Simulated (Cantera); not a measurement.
# Premixed flame

A freely propagating, adiabatic, planar premixed flame of 50.1 % H2, 10.4 % O2, 39.2 % N2, 0.231 % H2O, unburnt at 598 K and 500000 Pa; mixture-averaged transport, grid criteria slope 0.08 and curve 0.16, no radiation.

Model: the H2/O2 subset of GRI-Mech 3.0, which has no nitrogen chemistry, integrated in Cantera. The hydrogen kinetics of GRI-Mech 3.0 are dated; newer H2 mechanisms differ, most at raised pressure. Burning velocities carry a grid error of a few per cent, more on coarse grids.

| z (mm) | T (K) | u (m/s) | x H2 | x O2 | x OH | x O | x HO2 | x H2O2 |
|---|---|---|---|---|---|---|---|---|
| -0.177 | 598 | 8.46 | 0.501 | 0.104 | <1e-8 | <1e-8 | <1e-8 | <1e-8 |
| -0.118 | 598 | 8.46 | 0.501 | 0.104 | <1e-8 | <1e-8 | <1e-8 | <1e-8 |
| -0.0886 | 598 | 8.46 | 0.501 | 0.104 | <1e-8 | <1e-8 | 3.59e-8 | <1e-8 |
| -0.0591 | 599 | 8.47 | 0.501 | 0.104 | <1e-8 | 2.44e-8 | 2.82e-6 | 3.02e-8 |
| -0.0295 | 660 | 9.20 | 0.491 | 0.105 | 8.58e-5 | 1.60e-5 | 0.000622 | 1.61e-5 |
| -0.0148 | 938 | 12.7 | 0.456 | 0.0961 | 0.000715 | 0.000257 | 0.000563 | 3.97e-5 |
| 0 | 1318 | 17.4 | 0.392 | 0.0673 | 0.00151 | 0.00130 | 0.000264 | 1.18e-5 |
| 0.0148 | 1587 | 20.8 | 0.332 | 0.0303 | 0.00247 | 0.00163 | 0.000110 | 2.45e-6 |
| 0.0295 | 1725 | 22.5 | 0.305 | 0.0104 | 0.00270 | 0.000973 | 3.64e-5 | 1.17e-6 |
| 0.0591 | 1842 | 23.9 | 0.296 | 0.00122 | 0.00267 | 0.000388 | 4.09e-6 | 4.94e-7 |
| 0.118 | 1938 | 25.0 | 0.303 | 0.000116 | 0.00239 | 0.000213 | 4.67e-7 | 2.44e-7 |
| 0.236 | 2021 | 25.9 | 0.310 | 3.65e-5 | 0.00187 | 0.000107 | 1.85e-7 | 1.21e-7 |
| 0.473 | 2084 | 26.6 | 0.316 | 1.50e-5 | 0.00129 | 4.42e-5 | 8.21e-8 | 5.48e-8 |
x: mole fraction of selected species; z is measured from the peak of heat release.

| Item | Result |
|---|---|
| laminar burning velocity | 846 cm/s |
| thermal thickness | 0.0591 mm |
| peak x(OH) | 0.00271 |
| peak x(O) | 0.00171 |
| peak x(HO2) | 0.000800 |
| peak x(H2O2) | 4.06e-5 |
